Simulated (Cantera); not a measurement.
A perfectly stirred reactor is fed with 1.65 % CH4, 1.40 % C2H6, 8.81 % O2, 88.1 % N2, equivalence ratio 0.93, at 4.05 atm; it is adiabatic with a 600 K inlet, and is followed from long to short residence time, starting on the burning branch (τ in s: 0.081, 0.044, 0.024, 0.013, 0.007, 0.0038, 0.002, 0.0011, 0.0006, 0.00033, 0.00018, 9.6e-05).

Detailed kinetics in Cantera: GRI-Mech 3.0 (53 species, 325 reactions).

Task: Predict: blow-out, bracketed by the residence times tried; x(CH4) at τ = 81.0 ms; x(C2H6) at τ = 81.0 ms; x(O2) at τ = 81.0 ms; x(H) at τ = 81.0 ms; x(H2) at τ = 81.0 ms; x(CH4) at τ = 2.00 ms; x(C2H6) at τ = 2.00 ms; x(O2) at τ = 2.00 ms; x(H) at τ = 2.00 ms; x(H2) at τ = 2.00 ms.

Result: 
```
Property                                                                       Value
------------------------------------------------  ----------------------------------
blow-out, bracketed by the residence times tried  burning at 2.00 ms, out at 1.10 ms
x(CH4) at τ = 81.0 ms                                                        6.96e-6
x(C2H6) at τ = 81.0 ms                                                       1.39e-6
x(O2) at τ = 81.0 ms                                                         0.00643
x(H) at τ = 81.0 ms                                                          1.35e-5
x(H2) at τ = 81.0 ms                                                        0.000157
x(CH4) at τ = 2.00 ms                                                       0.000183
x(C2H6) at τ = 2.00 ms                                                       2.81e-5
x(O2) at τ = 2.00 ms                                                          0.0103
x(H) at τ = 2.00 ms                                                         0.000173
x(H2) at τ = 2.00 ms                                                         0.00128
```
